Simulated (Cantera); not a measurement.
Charge: 1 mol C, 0.031 mol CO2, 1.2 mol H2, at 1.00 bar.

Method: chemical equilibrium by Gibbs-energy minimisation in Cantera with the NASA 1993 tables (ideal gas, pure condensed phases). Candidate condensed phases: C, C6H6, C7H8, C8H18, H2O; 110 gas species. Rates play no part.

log p: log10 of the partial pressure in bar; n: condensed amount in mol.

```json
[
 {"T (K)": "923", "log p H2": "-0.10", "log p CH4": "-0.83", "log p CO": "-1.61", "log p H2O": "-1.52", "log p CO2": "?", "log p H": "-9.66", "n C(graphite)": "0.845"},
 {"T (K)": "998", "log p H2": "-0.06", "log p CH4": "-1.13", "log p CO": "-1.42", "log p H2O": "-1.87", "log p CO2": "?", "log p H": "-8.70", "n C(graphite)": "0.900"},
 {"T (K)": "1073", "log p H2": "-0.04", "log p CH4": "-1.42", "log p CO": "-1.34", "log p H2O": "-2.27", "log p CO2": "?", "log p H": "-7.87", "n C(graphite)": "0.930"},
 {"T (K)": "1148", "log p H2": "-0.03", "log p CH4": "-1.69", "log p CO": "-1.32", "log p H2O": "-2.67", "log p CO2": "?", "log p H": "-7.16", "n C(graphite)": "0.946"},
 {"T (K)": "1223", "log p H2": "-0.03", "log p CH4": "-1.93", "log p CO": "-1.31", "log p H2O": "-3.04", "log p CO2": "?", "log p H": "-6.54", "n C(graphite)": "0.956"},
 {"T (K)": "1298", "log p H2": "-0.03", "log p CH4": "-2.15", "log p CO": "-1.31", "log p H2O": "-3.37", "log p CO2": "?", "log p H": "-5.98", "n C(graphite)": "0.961"},
 {"T (K)": "1373", "log p H2": "-0.02", "log p CH4": "-2.35", "log p CO": "-1.31", "log p H2O": "-3.66", "log p CO2": "?", "log p H": "-5.49", "n C(graphite)": "0.964"},
 {"T (K)": "1448", "log p H2": "-0.02", "log p CH4": "-2.52", "log p CO": "-1.31", "log p H2O": "-3.93", "log p CO2": "?", "log p H": "-5.05", "n C(graphite)": "0.965"},
 {"T (K)": "1523", "log p H2": "-0.02", "log p CH4": "-2.68", "log p CO": "-1.31", "log p H2O": "-4.17", "log p CO2": "?", "log p H": "-4.65", "n C(graphite)": "0.966"},
 {"T (K)": "1598", "log p H2": "-0.02", "log p CH4": "-2.83", "log p CO": "-1.31", "log p H2O": "-4.38", "log p CO2": "?", "log p H": "-4.29", "n C(graphite)": "0.967"},
 {"T (K)": "1673", "log p H2": "-0.02", "log p CH4": "-2.96", "log p CO": "-1.31", "log p H2O": "-4.58", "log p CO2": "?", "log p H": "-3.95", "n C(graphite)": "0.968"}
]
```

Task: What belongs in the gaps?

Result: 
- 923, log p CO2: -2.73
- 998, log p CO2: -3.07
- 1073, log p CO2: -3.54
- 1148, log p CO2: -4.03
- 1223, log p CO2: -4.49
- 1298, log p CO2: -4.89
- 1373, log p CO2: -5.26
- 1448, log p CO2: -5.59
- 1523, log p CO2: -5.88
- 1598, log p CO2: -6.15
- 1673, log p CO2: -6.39
